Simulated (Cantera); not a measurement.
Input: 1 mol H2O, 0.069 mol H2, at 26.0 bar.

These are equilibrium values from Cantera (NASA tables, ideal gas, pure condensed phases), not measurements of a reactor. Candidate condensed phases: H2O; 22 gas species. Ions and electrons are included (thermal ionisation). Equilibrium is a limit: real reactors are often held back by kinetics, nucleation or transport.

x: gas mole fraction; nothing condenses.

```
T (K)   x H2O         x H         x O        x H2        x OH        x O2
-----  ------  ----------  ----------  ----------  ----------  ----------
2000    0.935     8.10e-5     1.08e-7      0.0646    0.000117     6.72e-7
2250    0.934    0.000371     3.17e-6      0.0648    0.000803     1.92e-5
2500    0.929  (withheld)  (withheld)      0.0662  (withheld)  (withheld)
2750    0.909     0.00361    0.000384      0.0724      0.0122     0.00194
3000    0.863  (withheld)  (withheld)  (withheld)  (withheld)  (withheld)
3250    0.782      0.0216     0.00625       0.117      0.0570      0.0163
3500    0.669      0.0450      0.0159       0.151      0.0918      0.0271
3750    0.533      0.0842      0.0336       0.183       0.128      0.0372
4000    0.391       0.142      0.0611       0.205       0.158      0.0438
4250    0.260       0.216      0.0979       0.210       0.172      0.0452
4500    0.156       0.300       0.140       0.195       0.167      0.0415
4750   0.0846       0.384       0.183       0.167       0.147      0.0342
5000   0.0424       0.459       0.221       0.133       0.119      0.0259
```

**Question.** Complete the blanks.

**Answer.** 
- 3000, x H: 0.00925
- 3000, x O: 0.00189
- 3000, x H2: 0.0893
- 3000, x OH: 0.0297
- 3000, x O2: 0.00721
- 2500, x H: 0.00127
- 2500, x O: 4.65e-5
- 2500, x OH: 0.00369
- 2500, x O2: 0.000268
